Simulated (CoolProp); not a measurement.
Saturation properties of 1,2-dichloroethane.

Values from CoolProp's reference Helmholtz-energy equation of state, Thol 2015.

| T (°C) | p (kPa) | vapour density (kg/m³) | enthalpy of vaporisation (kJ/kg) |
|---|---|---|---|
| 37.25 | 18.37 | (withheld) | 348.5 |
| 59.55 | (withheld) | 1.631 | (withheld) |
| 81.85 | 96.19 | 3.320 | 325.2 |
| 104.05 | 185.4 | 6.133 | 312.4 |
| 126.35 | (withheld) | 10.56 | 298.4 |
| 148.65 | 547.1 | 17.17 | 282.9 |
| 170.95 | 859.1 | 26.74 | 265.7 |
| 193.25 | 1288 | 40.39 | 246.1 |
| 215.45 | (withheld) | (withheld) | 223.4 |

Question: Some entries are withheld; supply them.

Answer: 
- 37.25, vapour density (kg/m³): 0.7101
- 59.55, p (kPa): 44.86
- 59.55, enthalpy of vaporisation (kJ/kg): 337.2
- 126.35, p (kPa): 329.5
- 215.45, p (kPa): 1858
- 215.45, vapour density (kg/m³): 59.82

It boils at 83.5 °C under 1 atm.
